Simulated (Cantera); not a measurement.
What does this Cantera script print?

```python
import numpy as np
import cantera as ct

gas = ct.Solution("gri30.yaml")
gas.TPX = 2550, 2666, {'CH4': 0.04, 'H2': 1}
reactor = ct.IdealGasConstPressureReactor(gas, energy="off", clone=False)
net = ct.ReactorNet([reactor])
net.rtol, net.atol = 1e-08, 1e-18
show = ['CH4', 'H2', 'CH2', 'C2H', 'C2H6']
times = np.geomspace(2e-06, 3, 12)

steps = ct.SolutionArray(gas, extra=["t"])
rows = []
print(f"{'t/s':>10s}{'T/K':>9s}{'P/Pa':>11s}" + "".join(f"{s:>11s}" for s in show))
for t in times:
    while net.time < t:
        t_next = net.step()
        steps.append(gas.state, t=t_next)
    rows.append([np.interp(t, steps.t, y) for y in (steps.T, steps.P, *steps(*show).X.T)])
    print(f"{t:10.3e}{rows[-1][0]:9.1f}{rows[-1][1]:11.4g}" + "".join(f"{x:11.3e}" for x in rows[-1][2:]))
rate = np.gradient(steps.T, steps.t)
print("integrator steps:", len(steps.t))
if steps.T.max() > steps.T[0] + 200:
    print(f"time of steepest temperature rise: {steps.t[rate.argmax()]:.4e} s")
gas.TPX = 2550, 2666, {'CH4': 0.04, 'H2': 1}
gas.equilibrate("TP")
print(f"equilibrium (TP): T = {gas.T:.1f} K  " + "  ".join(f"{s} {gas[s].X[0]:.3e}" for s in show))
```

Result:

```
       t/s      T/K       P/Pa        CH4         H2        CH2        C2H       C2H6
 2.000e-06   2550.0       2666  3.833e-02  9.614e-01  1.382e-08  3.469e-17  1.037e-10
 7.286e-06   2550.0       2666  3.800e-02  9.610e-01  2.197e-07  3.468e-14  7.594e-09
 2.654e-05   2550.0       2666  3.690e-02  9.595e-01  3.641e-06  4.129e-11  2.099e-07
 9.670e-05   2550.0       2666  3.323e-02  9.544e-01  4.448e-05  3.134e-08  1.959e-06
 3.523e-04   2550.0       2666  2.155e-02  9.435e-01  2.149e-04  5.715e-06  3.695e-06
 1.283e-03   2550.0       2666  4.592e-03  9.414e-01  1.579e-04  4.370e-05  2.759e-07
 4.675e-03   2550.0       2666  4.392e-04  9.316e-01  3.560e-05  7.464e-05  3.329e-09
 1.703e-02   2550.0       2666  4.486e-05  9.122e-01  7.685e-06  1.078e-04  4.515e-11
 6.205e-02   2550.0       2666  8.351e-06  8.697e-01  4.103e-06  1.781e-04  2.230e-12
 2.260e-01   2550.0       2666  3.351e-06  8.180e-01  3.961e-06  2.677e-04  4.730e-13
 8.235e-01   2550.0       2666  2.970e-06  8.099e-01  3.947e-06  2.823e-04  3.857e-13
 3.000e+00   2550.0       2666  2.970e-06  8.099e-01  3.947e-06  2.824e-04  3.857e-13
integrator steps: 1551
equilibrium (TP): T = 2550.0 K  CH4 3.001e-06  H2 8.099e-01  CH2 3.987e-06  C2H 2.823e-04  C2H6 3.933e-13
```

Computed with Cantera and GRI-Mech 3.0 (53 species, 325 reactions). GRI-Mech 3.0 stops at C3 and has no aromatics, soot or wall deposition, so with more carbon than oxygen in the feed, carbon stays in small species such as C2H2 where larger ones or solid carbon would form. Radical loss at walls, strong at low pressure, is not modelled.
